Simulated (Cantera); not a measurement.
A closed system holds: 1 mol B, 4.5 mol NH3, 0.49 mol H2, held at 195 Torr.

Method: chemical equilibrium by Gibbs-energy minimisation in Cantera with the NASA 1993 tables (ideal gas, pure condensed phases). Candidate condensed phases: B, BN; 15 gas species. The tables' values for BH2 are old estimates; treat these amounts as uncertain. Equilibrium is a limit: real reactors are often held back by kinetics, nucleation or transport. All values below are at 2048 K.

Base state: H2 0.802, N2 0.194, H 0.00393, BH2 3.36e-5 (mole fractions); condensed: BN(s).

What changes in the equilibrium state with this change: 0.0093 mol Cl2 added?


```tsv
species	before	after
H2	0.802	0.800
N2	0.194	0.194
H	0.00393	0.00393
HCl	0	0.00205
BH2	3.36e-5	3.36e-5
BN(s), mol	1.000	1.000
```
Further candidate phases: NH4Cl.
